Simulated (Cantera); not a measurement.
# Stirred combustor or abatement burner

A perfectly stirred reactor is fed with 2.61 % CH4, 0.191 % C2H6, 1.36 % C3H8, 20.1 % O2, 75.7 % N2, equivalence ratio 0.63, at 495 Torr; it is adiabatic with a 750 K inlet, and is followed from long to short residence time, starting on the burning branch (τ in s: 0.48, 0.15, 0.047, 0.015, 0.0045, 0.0014, 0.00044, 0.00014, 4.3e-05, 1.3e-05).

Cantera simulation using GRI-Mech 3.0 (53 species, 325 reactions); the numbers are that mechanism's predictions, not measurements. GRI-Mech 3.0 was tuned for natural gas; its chemistry of propane as a main component is partial and can be far from experiment.

```csv
τ (s),T (K),x CH4,x C2H6,x C3H8,x CH3,x H2
0.48,2079,4.74e-7,5.19e-9,3.82e-8,2.52e-7,0.000298
0.15,2076,1.30e-6,1.54e-8,1.13e-7,6.82e-7,0.000377
0.047,2064,3.13e-6,4.24e-8,3.07e-7,1.59e-6,0.000584
0.015,2040,6.81e-6,1.06e-7,7.47e-7,3.22e-6,0.00102
0.0045,1995,1.55e-5,2.69e-7,1.81e-6,6.67e-6,0.00184
0.0014,1931,3.71e-5,6.78e-7,4.34e-6,1.44e-5,0.00296
0.00044,1848,0.000102,1.88e-6,1.16e-5,3.47e-5,0.00422
0.00014,1744,0.000373,6.86e-6,4.14e-5,0.000107,0.00547
4.3e-5,750,0.0261,0.00191,0.0136,<1e-12,<1e-12
1.3e-5,750,0.0261,0.00191,0.0136,<1e-12,<1e-12
```
x: mole fraction; the columns are a selection and need not sum to one.
